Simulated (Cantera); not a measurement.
Charge: 1 mol Si₂Cl₆, 36 mol N₂, 45 mol H₂, at 4.40 mbar.

Equilibrium computed with Cantera from the NASA thermochemical tables; the gas is ideal and each condensed phase is pure. Candidate condensed phases: NH₄Cl, Si, Si₃N₄; 28 gas species. The feed counts by its element totals alone. N₂ is the only nitrogen source here; it is nearly inert below about 1500 K, so the nitride shown seldom forms there in practice. Rates play no part.

Over these rows the condensed part is Si₃N₄(s). Partial pressures as log10 of bar:

```
T (K)  1000/T (1/K)  log p SiCl₂  log p H₂  log p N₂  log p HCl
-----  ------------  -----------  --------  --------  ---------
898          1.1136       -11.06     -2.65     -2.73      -3.50
998          1.0020        -9.51     -2.65     -2.73      -3.50
1098         0.9107            ?     -2.65     -2.73      -3.50
1198         0.8347        -7.20     -2.65     -2.73      -3.50
1298         0.7704        -6.31     -2.65     -2.73      -3.50
1398         0.7153        -5.57     -2.65     -2.73      -3.50
```

### Question
Fit log p(SiCl₂) = a + b·(1000/T) to the five rows, give the apparent enthalpy, and predict the row at 1098 K.

### Answer
Means: 1000/T = 0.8872, log p = -7.930. Sxy = -1.523241, Sxx = 0.1103841, so b = -13.80 and a = -7.930 − (-13.80)×0.8872 = 4.31.
Apparent enthalpy: −19.145 × (-13.80) = 264 kJ/mol. With the condensed phases at unit activity, 1/3 Si₃N₄(s) + 2 HCl(g) = SiCl₂(g) + H₂(g) + 2/3 N₂(g) links this pressure to the main gases: over the six rows their terms move log p by +0.00 in all, so the slope is close to that reaction's ΔH°. The five rows lie within 0.01 of the line.
Prediction at 1098 K: 4.31 + (-13.80)×0.9107 = -8.26. The computed value is -8.24, 0.02 from the line.
